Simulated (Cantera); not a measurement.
Feed: 1 mol Fe2O3, 1.2 mol O2, 0.16 mol CO2, equilibrated at 100 Torr.

Method: chemical equilibrium by Gibbs-energy minimisation in Cantera with the NASA 1993 tables (ideal gas, pure condensed phases). Candidate condensed phases: C, Fe, Fe(CO)5, FeO, Fe2O3, Fe3O4; 15 gas species. The numbers say what is thermodynamically allowed, not how fast it happens. All values below are at 1498 K.

Base state: O2 0.882, CO2 0.118, O 1.02e-5 (mole fractions); condensed: Fe2O3(s).

### Question
What changes in the equilibrium state with this change: 0.02 mol CH4 added?

### Answer
```
species         before    after
-------------  -------  -------
O2               0.882    0.841
CO2              0.118    0.130
H2O                  0   0.0289
OH                   0  9.68e-5
O              1.02e-5  9.91e-6
Fe2O3(s), mol     1.00     1.00
```
Further candidate phases: C6H6, C7H8, C8H18, Fe(OH)2, Fe(OH)3, H2O.
